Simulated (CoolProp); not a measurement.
R21 along the isotherm 473 K: fugacity coefficient from the reference equation and from simpler models built on Tc = 452.7 K, pc = 52.89 bar, ω = 0.206; each cubic takes its own stable root.

Values from CoolProp's reference Helmholtz-energy equation of state, Platzer 1990. This equation is an older, rougher fit; its heat capacities, sound speeds and derivatives of the liquid may be far off and weren't checked against measurements.

```json
[
 {"p (bar)": "1.67", "phase": "gas", "reference": "0.9909", "van der Waals": "0.9916", "Redlich-Kwong": "0.9905", "Soave-Redlich-Kwong": "0.9907", "Peng-Robinson": "0.9896"},
 {"p (bar)": "2.97", "phase": "gas", "reference": "0.9839", "van der Waals": "0.9850", "Redlich-Kwong": "0.9832", "Soave-Redlich-Kwong": "0.9835", "Peng-Robinson": "0.9815"},
 {"p (bar)": "5.29", "phase": "gas", "reference": "0.9713", "van der Waals": "0.9734", "Redlich-Kwong": "0.9702", "Soave-Redlich-Kwong": "0.9707", "Peng-Robinson": "0.9671"},
 {"p (bar)": "9.4", "phase": "gas", "reference": "0.9492", "van der Waals": "0.9528", "Redlich-Kwong": "0.9472", "Soave-Redlich-Kwong": "0.9482", "Peng-Robinson": "0.9420"},
 {"p (bar)": "16.7", "phase": "gas", "reference": "0.9100", "van der Waals": "0.9163", "Redlich-Kwong": "0.9070", "Soave-Redlich-Kwong": "0.9086", "Peng-Robinson": "0.8983"},
 {"p (bar)": "29.7", "phase": "gas", "reference": "0.8405", "van der Waals": "0.8515", "Redlich-Kwong": "0.8367", "Soave-Redlich-Kwong": "0.8396", "Peng-Robinson": "0.8231"},
 {"p (bar)": "52.9", "phase": "supercritical", "reference": "0.7155", "van der Waals": "0.7327", "Redlich-Kwong": "0.7127", "Soave-Redlich-Kwong": "0.7185", "Peng-Robinson": "0.6947"},
 {"p (bar)": "94", "phase": "supercritical", "reference": "0.5046", "van der Waals": "0.5259", "Redlich-Kwong": "0.5080", "Soave-Redlich-Kwong": "0.5191", "Peng-Robinson": "0.4938"},
 {"p (bar)": "167", "phase": "supercritical", "reference": "0.3528", "van der Waals": "0.3943", "Redlich-Kwong": "0.3639", "Soave-Redlich-Kwong": "0.3736", "Peng-Robinson": "0.3473"},
 {"p (bar)": "297", "phase": "supercritical", "reference": "0.2783", "van der Waals": "0.3474", "Redlich-Kwong": "0.2936", "Soave-Redlich-Kwong": "0.3024", "Peng-Robinson": "0.2713"},
 {"p (bar)": "529", "phase": "supercritical", "reference": "0.2707", "van der Waals": "0.4033", "Redlich-Kwong": "0.2904", "Soave-Redlich-Kwong": "0.3000", "Peng-Robinson": "0.2544"}
]
```
